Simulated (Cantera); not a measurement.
A closed system holds: 1 mol MgCl2, 0.022 mol HCl, 48 mol N2, held at 87.0 mbar.

Method: chemical equilibrium by Gibbs-energy minimisation in Cantera with the NASA 1993 tables (ideal gas, pure condensed phases). Candidate condensed phases: Mg, MgCl2, NH4Cl; 18 gas species. Kinetics and transport are ignored.

### Question
Which condensed phases are stable at each of these points (T (K)): 1075, 1175, 1275, 1375, 1475, 1575, 1675, 1775, 1875, 1975, 2075?

### Answer
| T (K) | condensed phases | Mg condensed (%) |
|---|---|---|
| 1075 | MgCl2(l) | 47.2 |
| 1175 | gas only | 0.0 |
| 1275 | gas only | 0.0 |
| 1375 | gas only | 0.0 |
| 1475 | gas only | 0.0 |
| 1575 | gas only | 0.0 |
| 1675 | gas only | 0.0 |
| 1775 | gas only | 0.0 |
| 1875 | gas only | 0.0 |
| 1975 | gas only | 0.0 |
| 2075 | gas only | 0.0 |

At 1075 K the condensed part is MgCl2(l). From 1175 K to 2075 K nothing is condensed.
